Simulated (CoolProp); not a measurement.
Sulfur dioxide at several states: Z from the reference equation and from simpler models built on Tc = 430.6 K, pc = 7.887 MPa, ω = 0.256; each cubic takes its own stable root.

The numbers come from the reference Helmholtz-energy equation of state, Gao 2016 in CoolProp.

```tsv
T (K)	p (MPa)	phase	reference
495.1	9	supercritical	0.7248
448.7	0.0497	gas	0.9981
423	1.39	gas	0.9316
294.8	0.605	liquid	0.01149
```

### Question
How far does each simpler model (Redlich-Kwong, Soave-Redlich-Kwong, Peng-Robinson) lie from the reference over these 4 states: mean and median of the absolute difference, and the worst?

### Answer
- Redlich-Kwong: mean 4.8 %, median 1.6 %, worst +15.9 % at 294.8 K and 0.605 MPa
- Soave-Redlich-Kwong: mean 3.4 %, median 1.1 %, worst +11.6 % at 294.8 K and 0.605 MPa
- Peng-Robinson: mean 1.0 %, median 1.0 %, worst -2.1 % at 495.1 K and 9 MPa
